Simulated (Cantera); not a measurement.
Charge: 1 mol TEOS, 0.34 mol O2, 10 mol H2, 0.11 mol NO, held at 2023 K and 0.170 bar.

Cantera equilibrium calculation (NASA polynomials, part measured and part estimated; ideal gas, pure solids and liquids). Candidate condensed phases: C, C6H6, C7H8, C8H18, H2O, Si, SiC, SiO2, Si2N2O, Si3N4; 151 gas species. The feed counts by its element totals alone. The numbers say what is thermodynamically allowed, not how fast it happens.

Base state: H2 0.800, CO 0.191, H 0.00412, N2 0.00188, SiO 0.00187, C2H2 (acetylene) 0.000715, HCN 0.000625, CH4 4.35e-5 (mole fractions); condensed: C(graphite) + SiC(s).

Q: What changes in the equilibrium state with this change: NO from 0.11 to 20 mol?

A: 
```json
[
 {"species": "H2O", "before": "2.77e-6", "after": "0.330"},
 {"species": "N2", "before": "0.00188", "after": "0.263"},
 {"species": "H2", "before": "0.800", "after": "0.195"},
 {"species": "CO2", "before": "1.42e-7", "after": "0.0560"},
 {"species": "CO", "before": "0.191", "after": "0.154"},
 {"species": "SiO", "before": "0.00187", "after": "0.000357"},
 {"species": "C2H2 (acetylene)", "before": "0.000715", "after": "<1e-9"},
 {"species": "OH", "before": "1.49e-9", "after": "0.000359"},
 {"species": "C(graphite), mol", "before": "2.25", "after": "0"},
 {"species": "SiC(s), mol", "before": "0.953", "after": "0"},
 {"species": "SiO2(l), mol", "before": "0", "after": "0.986"}
]
```
The tables hold silica as quartz up to 1696 K and as liquid above; real silica turns to tridymite and cristobalite and melts near 1996 K. Gases not in the tables: Si(OH)4.

Q: What changes in the equilibrium state with this change: TEOS replaced by SiH2Cl2?

A: 
```
species             before   after
----------------  --------  ------
H2                   0.800   0.791
HCl                      0   0.123
SiO                0.00187  0.0613
CO                   0.191       0
SiCl2                    0  0.0158
C2H2 (acetylene)  0.000715       0
HCN               0.000625       0
C(graphite), mol      2.25       0
SiC(s), mol          0.953       0
```
The tables' values for SiCl3, SiCl are old estimates; treat these amounts as uncertain. Gases not in the tables: Si2H6 and higher silanes. Further candidate phases: NH4Cl.
